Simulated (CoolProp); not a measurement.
Aqueous methanol as a coolant, at 30 °C, 1 atm.

Model: Melinder's fits for secondary coolants, in CoolProp.

| mass % | freezing point (°C) | viscosity (mPa s) | Prandtl number | density (kg/m³) | cp (kJ/(kg K)) |
|---|---|---|---|---|---|
| 5.9 | -3.6 | 0.920 | 6.68 | 985.4 | 4.187 |
| 13.2 | -9.1 | 1.08 | 8.40 | 973.6 | 4.161 |
| 20.5 | -15.6 | 1.21 | 10.2 | 962.1 | 4.107 |
| 27.7 | -23.0 | 1.32 | 11.8 | 950.3 | 4.039 |
| 35 | -31.9 | 1.37 | 13.1 | 937.7 | 3.946 |
| 42.3 | -42.1 | 1.38 | 13.8 | 924.2 | 3.817 |
| 49.6 | -53.8 | 1.35 | 14.1 | 909.9 | 3.655 |
| 56.9 | -67.0 | 1.28 | 13.9 | 894.2 | 3.491 |
